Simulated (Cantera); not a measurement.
A closed system holds: 1 mol PbO, 160 mol H₂, 0.23 mol H₂O, equilibrated at 0.00220 bar.

Equilibrium computed with Cantera from the NASA thermochemical tables; the gas is ideal and each condensed phase is pure. Candidate condensed phases: H₂O, Pb, PbO, PbO₂, Pb₃O₄; 12 gas species. Kinetics and transport are ignored.

Which condensed phases are stable at each of these points (T (°C)): 550, 600, 650, 700, 750, 800, 850, 900, 950, 1000, 1050?


```csv
T (°C),condensed phases,Pb condensed (%)
550,Pb(l),99.0
600,Pb(l),95.4
650,Pb(l),81.5
700,Pb(l),36.0
750,gas only,0.0
800,gas only,0.0
850,gas only,0.0
900,gas only,0.0
950,gas only,0.0
1000,gas only,0.0
1050,gas only,0.0
```

From 550 °C to 700 °C the condensed part is Pb(l). From 750 °C to 1050 °C nothing is condensed.
